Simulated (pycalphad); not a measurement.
CALPHAD calculation (pycalphad, COST 507 light-alloy database (1999)), 1 atm. These are 1990s assessments: newer ones move some temperatures and phases. Phase fractions are per mole of atoms. Kinetics are ignored, which matters at the lower temperatures.

Problem. Give the equilibrium state of Si-10.4C (at.%) at 1950 K.

Solution. liquid, fraction 0.793, with 0.03 C at.%; CSI, fraction 0.207, with 50.0 C at.%.

Problem. Give the equilibrium state of Si-10.4C (at.%) at 800 K.

Solution. diamond (Si), fraction 0.792, with <0.01 C at.%; CSI, fraction 0.208, with 50.0 C at.%.

Database names, with the compositions (at.%) that they take in these runs: CSI: Si 50 C 50.
